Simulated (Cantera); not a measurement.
Charge: 1 mol V₂O₃, 3.1 mol H₂, a varied amount of N₂, held at 1098.15 K and 0.0133 bar.

Method: chemical equilibrium by Gibbs-energy minimisation in Cantera with the NASA 1993 tables (ideal gas, pure condensed phases). Candidate condensed phases: H₂O, V, VN, VO, V₂O₃, V₂O₄, V₂O₅; 28 gas species. Mutual solubility and eutectic melting of coexisting phases are not modelled. VN: taken at fixed stoichiometry. Condensed phases not in the tables: the oxides between V₂O₃ and V₂O₅ other than VO₂, V₂N. The numbers say what is thermodynamically allowed, not how fast it happens.

Problem. At 0.81 mol N₂, list the 3 most abundant gas species with their mole fractions, and the condensed phases.

Solution. H₂ 0.792, N₂ 0.207, H₂O 0.000956. Condensed: VN(s) + V₂O₃(s).
